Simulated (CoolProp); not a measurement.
Vapour-liquid equilibrium of propane (1) + R236EA (2) at 262.7 K; x and y are mole fractions of (1).

Values from CoolProp's multi-fluid Helmholtz-energy mixture model, Lemmon 2009 and Rui 2013; pair parameters Bell 2016.

```tsv
x	bubble pressure, mixture model (MPa)	bubble pressure, Raoult's law (MPa)	y, mixture model	y, Raoult's law
0.05	0.1158	0.06342	0.587	0.268
0.2	0.2409	0.1071	0.815	0.635
0.35	0.2892	0.1508	0.855	0.789
0.5	0.3049	0.1945	0.867	0.874
0.65	0.3133	0.2382	0.877	0.928
0.8	0.3248	0.2819	0.899	0.965
0.95	0.3379	0.3256	0.960	0.992
```

The largest gap from Raoult's law is +124.9 % in bubble pressure, at x = 0.2. No azeotrope shows between x = 0.05 and 0.95.

The pair parameters rest on a limited set of measurements; away from them the model extrapolates. With so large a gap from Raoult's law the liquid may split in two, which this calculation doesn't test in full.
